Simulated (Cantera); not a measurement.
Mixture: H2 : O2 : N2 = 1 : 0.263 : 1.82 (molar parts), at 100000 Pa, adiabatic and at constant volume. Ignition delay is the time to a rise of 400 K.

Model: the H2/O2 subset of GRI-Mech 3.0, which has no nitrogen chemistry, integrated in Cantera. Where the delays flatten at high temperature, the 400 K rule measures the pace of heat release, not the induction time.

| quantity | before | after |
|---|---|---|
| delay at 1175 K | 80.8 µs | 94.5 µs |
| delay at 1325 K | 40.4 µs | 48.3 µs |
| delay at 1475 K | 27.1 µs | 34.2 µs |
| delay at 1625 K | 22.8 µs | 30.7 µs |
| delay at 1775 K | 22.7 µs | 32.3 µs |

### Question
Name the change that produced these shifts.
A) pressure from 100000 Pa to 170000 Pa
B) H2 1 to 1.8 parts
C) O2 0.263 to 0.13 parts
D) H2 1 to 2.2 parts

### Answer
B, H2 1 to 1.8 parts
